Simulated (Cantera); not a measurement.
A closed system holds: 1 mol Si, 0.0017 mol H2O, 1.6 mol H2, equilibrated at 13300 Pa.

Equilibrium computed with Cantera from the NASA thermochemical tables; the gas is ideal and each condensed phase is pure. Candidate condensed phases: H2O, Si, SiO2; 18 gas species. Mutual solubility and eutectic melting of coexisting phases are not modelled. The tables hold silica as quartz up to 1696 K and as liquid above; real silica turns to tridymite and cristobalite and melts near 1996 K. The numbers say what is thermodynamically allowed, not how fast it happens. All values below are at 1052 °C.

Base state: H2 1.000, SiO 0.000104 (mole fractions); condensed: Si(s) + SiO2(β-quartz).

Question: What changes in the equilibrium state with this change: pressure from 13300 Pa to 1000 Pa?

Answer: 
```json
[
 {"species": "H2", "before": "1.000", "after": "0.999"},
 {"species": "SiO", "before": "0.000104", "after": "0.00106"},
 {"species": "H", "before": "4.48e-6", "after": "1.63e-5"},
 {"species": "Si(s), mol", "before": "0.999", "after": "0.998"},
 {"species": "SiO2(β-quartz), mol", "before": "0.000766", "after": "0"}
]
```
